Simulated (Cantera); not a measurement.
## Boron, boron nitride and boron oxide: B2O3 + H2 + N2

Charge: 1 mol B2O3, 9.7 mol H2, 0.8 mol N2, at 16.5 Torr.

Cantera equilibrium calculation (NASA polynomials, part measured and part estimated; ideal gas, pure solids and liquids). Candidate condensed phases: B, BN, B2O3, B3O3H3, H2O; 39 gas species. N2 is the only nitrogen source here; it is nearly inert below about 1500 K, so the nitride shown seldom forms there in practice. Mutual solubility and eutectic melting of coexisting phases are not modelled. Equilibrium is a limit: real reactors are often held back by kinetics, nucleation or transport.

```json
[
 {"T (K)": "1148", "x H2": "0.923", "x N2": "0.0759", "x B2O3": "7.04e-8", "x HBO2": "8.15e-5", "x HBO": "2.34e-6", "x H": "4.64e-7", "n BN(s)": "0.00727", "n B2O3(l)": "0.996"},
 {"T (K)": "1248", "x H2": "0.923", "x N2": "0.0758", "x B2O3": "1.89e-6", "x HBO2": "0.000334", "x HBO": "2.68e-5", "x H": "3.02e-6", "n BN(s)": "0.00776", "n B2O3(l)": "0.994"},
 {"T (K)": "1348", "x H2": "0.922", "x N2": "0.0757", "x B2O3": "3.04e-5", "x HBO2": "0.00109", "x HBO": "0.000211", "x H": "1.50e-5", "n BN(s)": "0.00945", "n B2O3(l)": "0.988"},
 {"T (K)": "1448", "x H2": "0.919", "x N2": "0.0755", "x B2O3": "0.000327", "x HBO2": "0.00298", "x HBO": "0.00124", "x H": "5.96e-5", "n BN(s)": "0.0121", "n B2O3(l)": "0.968"},
 {"T (K)": "1548", "x H2": "0.908", "x N2": "0.0751", "x B2O3": "0.00255", "x HBO2": "0.00706", "x HBO": "0.00570", "x H": "0.000198", "n BN(s)": "0.00877", "n B2O3(l)": "0.898"},
 {"T (K)": "1648", "x H2": "0.872", "x N2": "0.0735", "x B2O3": "0.0153", "x HBO2": "0.0184", "x HBO": "0.0171", "x H": "0.000561", "n BN(s)": "0", "n B2O3(l)": "0.620"},
 {"T (K)": "1748", "x H2": "0.805", "x N2": "0.0695", "x B2O3": "0.0471", "x HBO2": "0.0378", "x HBO": "0.0309", "x H": "0.00138", "n BN(s)": "0", "n B2O3(l)": "0"},
 {"T (K)": "1848", "x H2": "0.800", "x N2": "0.0694", "x B2O3": "0.0436", "x HBO2": "0.0401", "x HBO": "0.0338", "x H": "0.00320", "n BN(s)": "0", "n B2O3(l)": "0"},
 {"T (K)": "1948", "x H2": "0.792", "x N2": "0.0692", "x B2O3": "0.0400", "x HBO2": "0.0421", "x HBO": "0.0362", "x H": "0.00678", "n BN(s)": "0", "n B2O3(l)": "0"},
 {"T (K)": "2048", "x H2": "0.781", "x N2": "0.0688", "x B2O3": "0.0362", "x HBO2": "0.0437", "x HBO": "0.0376", "x H": "0.0133", "n BN(s)": "0", "n B2O3(l)": "0"}
]
```
x: gas mole fraction; n: condensed amount in mol.

From 1148 K to 1548 K the condensed part is BN(s) + B2O3(l). At 1648 K the condensed part is B2O3(l). From 1748 K to 2048 K nothing is condensed. The main B-bearing gas is HBO2 at 1148 K and B2O3 at 2048 K.
